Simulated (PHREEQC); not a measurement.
PHREEQC input (Pitzer model, pitzer.dat):

```
SOLUTION 1
  temp 25
  units mol/kgw
  pH 7 charge
  S(6) 0.12
  Na 0.583
  C(4) 0.2995
  Cl 0.063
  K 0.029
END
USE solution 1
INCREMENTAL_REACTIONS false
REACTION 1
  H2O -1
  0 9.886 18.011 24.689 30.178 34.689 38.397 41.444
  43.949 46.007 47.699 49.089 50.232 51.172 51.944 52.578
  53.1 53.528 53.88 54.17 54.408 54.603 moles
EQUILIBRIUM_PHASES 1
  Arcanite 0 0
  Burkeite 0 0
  Glaserite 0 0
  Halite 0 0
  Kalicinite 0 0
  Mirabilite 0 0
  Misenite 0 0
  Nahcolite 0 0
  Natron 0 0
  Sylvite 0 0
  Thenardite 0 0
  Trona 0 0
  CO2(g) -3.4 10
SELECTED_OUTPUT 1
  -reset false
  -pH true
  -pe true
  -ionic_strength true
  -water true
  -activities H2O
  -totals C Cl K Na S
  -molalities H+ Na+ K+ Cl- CO3-2 SO4-2 OH- HCO3- CO2 HSO4-
  -equilibrium_phases Arcanite Burkeite Glaserite Halite Kalicinite Mirabilite Misenite Nahcolite Natron Sylvite
    Thenardite Trona
PRINT
  -reset false
END
```

Selected output (columns that matter, 22 of 22 rows; water left (kg) added in front):

```
water left (kg)	pH	mu	C	Cl	K	Na	S	m_H+	m_Na+	m_K+	la_H2O	Glaserite	Thenardite	Trona
1.00188	9.859	0.84643	0.19251	0.062882	0.028945	0.5819	0.11977	2.7397e-10	0.5819	0.028945	-0.0059691	0	0	0
0.823837	9.8821	1.0333	0.23014	0.076471	0.035201	0.70766	0.14566	2.6987e-10	0.70766	0.035201	-0.007129	0	0	0
0.677511	9.9033	1.261	0.27541	0.092987	0.042804	0.8605	0.17712	2.6652e-10	0.8605	0.042804	-0.0085117	0	0	0
0.55725	9.9228	1.5381	0.32989	0.11306	0.052041	1.0462	0.21534	2.6351e-10	1.0462	0.052041	-0.010162	0	0	0
0.458406	9.9404	1.8752	0.39555	0.13743	0.063263	1.2718	0.26178	2.6026e-10	1.2718	0.063263	-0.012138	0	0	0
0.377177	9.9563	2.2851	0.47474	0.16703	0.076887	1.5457	0.31815	2.5606e-10	1.5457	0.076887	-0.014516	0	0	0
0.31041	9.9705	2.7831	0.57035	0.20296	0.093425	1.8782	0.38659	2.5e-10	1.8782	0.093425	-0.0174	0	0	0
0.255547	9.9832	3.3876	0.68588	0.24653	0.11348	2.2814	0.46958	2.41e-10	2.2814	0.11348	-0.020936	0	0	0
0.210444	9.9944	4.1208	0.82569	0.29937	0.1378	2.7703	0.57022	2.2791e-10	2.7703	0.1378	-0.025337	0	0	0
0.17339	10.004	5.0087	0.99496	0.36334	0.16725	3.3624	0.69208	2.0963e-10	3.3624	0.16725	-0.030904	0	0	0
0.142924	10.012	6.0831	1.2003	0.44079	0.2029	4.0791	0.8396	1.8545e-10	4.0791	0.2029	-0.038089	0	0	0
0.117894	10.017	7.3802	1.4496	0.53438	0.24598	4.9451	1.0179	1.5552e-10	4.9451	0.24598	-0.047547	0	0	0
0.0973072	10.018	8.9448	1.7532	0.64743	0.29803	5.9913	1.2332	1.2119e-10	5.9913	0.29803	-0.060272	0	0	0
0.08037	10.013	10.828	2.1242	0.78387	0.36083	7.2539	1.4931	8.5454e-11	7.2539	0.36083	-0.077749	0	0	0
0.0652425	9.9738	11.428	1.9066	0.96563	0.4445	7.6253	1.8393	6.7984e-11	7.6253	0.4445	-0.085298	0	0	0.028501
0.0528548	9.9262	12.117	1.6559	1.1919	0.54867	8.0493	2.2306	5.0917e-11	8.0493	0.54867	-0.094633	0	0.0021022	0.051118
0.0429579	9.926	11.936	1.5725	1.4666	0.67508	7.8869	2.1491	4.5933e-11	7.8869	0.67508	-0.097918	0	0.027679	0.062946
0.0348488	9.9234	11.698	1.4742	1.8078	0.80627	7.7031	2.0386	4.1339e-11	7.7031	0.80627	-0.10183	0.00030081	0.048354	0.072515
0.0281884	9.911	11.258	1.3582	2.235	0.81998	7.5273	1.8436	4.0203e-11	7.5273	0.81998	-0.10564	0.001962	0.064109	0.080213
0.0227035	9.8917	10.769	1.2189	2.7749	0.84294	7.3462	1.6155	3.825e-11	7.3462	0.84294	-0.1108	0.0032874	0.076748	0.086477
0.0182058	9.8615	10.26	1.054	3.4604	0.88228	7.1827	1.3556	3.5214e-11	7.1827	0.88228	-0.11808	0.0043124	0.086695	0.09151
0.0145266	9.8154	9.7924	0.8636	4.3369	0.95165	7.0801	1.0705	3.0934e-11	7.0801	0.95165	-0.12884	0.0050586	0.094332	0.095476
```

Complexes and solids missing from the database can't appear.
